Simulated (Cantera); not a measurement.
## Ignition delay

Mixture: 7.84 % CH₄, 19.4 % O₂, 72.8 % N₂, at 1.00 bar, adiabatic and at constant volume. Ignition delay is the time to a rise of 400 K.

Detailed kinetics in Cantera: GRI-Mech 3.0 (53 species, 325 reactions).

| T0 (K) | delay (ms) |
|---|---|
| 1125 | 121 |
| 1200 | 39.4 |
| 1275 | 13.9 |
| 1350 | 5.37 |
| 1425 | 2.25 |
| 1500 | 1.03 |
| 1575 | 0.520 |
| 1650 | 0.284 |

```json
{
 "apparent activation energy between 1500 and 1650 K": "180 kJ/mol"
}
```
